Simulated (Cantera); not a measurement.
Cantera run:

```python
import numpy as np
import cantera as ct

gas_names = """
    H HO2 H2 H2O H2O2 O OH O2 O3 Pb PbO Pb2
""".split()
cond_names = """
    H2O(s) H2O(L) Pb(cr) Pb(L) PbO(rd) PbO(yw) PbO(L) PbO2(s) Pb3O4(s)
""".split()


# ... load() reads the species with a 1 bar reference pressure and builds the phases ...
atoms = {
    'Pb': {'Pb': 1},
    'O2': {'O': 2},
    'H2': {'H': 2},
}
top_T = {'Pb3O4(s)': 820}  # K; cautious upper limits of use, not melting points


# ... equilibrate(T, P, feed) seeds the gas with the atoms and calls Mixture.equilibrate('TP', solver="vcs", rtol=1e-11, max_steps=5000) ...
results = []
feed = {'Pb': 1, 'O2': 0.014, 'H2': 88}  # mol
T = 473.15  # K
P = 250000  # Pa
mix = equilibrate(T, P, feed)
results.append((T, P, feed, dict(zip(mix.species_names, mix.species_moles))))
x = sorted(zip(gas.X, gas.species_names), reverse=True)
print(f"T = {T:g} K  P = {P:g} Pa  gas = {mix.phase_moles(0):.4g} mol")
print("   x: " + "  ".join(f"{s} {v:.3e}" for v, s in x if v > 0.001))
print("   condensed (mol): " + ("  ".join(f"{mix.phase(i).name} {mix.phase_moles(i):.4g}"
      for i in range(1, mix.n_phases) if mix.phase_moles(i) > 1e-12) or "none"))
```

Output:

```
T = 473.15 K  P = 250000 Pa  gas = 88 mol
   x: H2 9.997e-01
   condensed (mol): Pb(cr) 1
```

These are equilibrium values from Cantera (NASA tables, ideal gas, pure condensed phases), not measurements of a reactor.
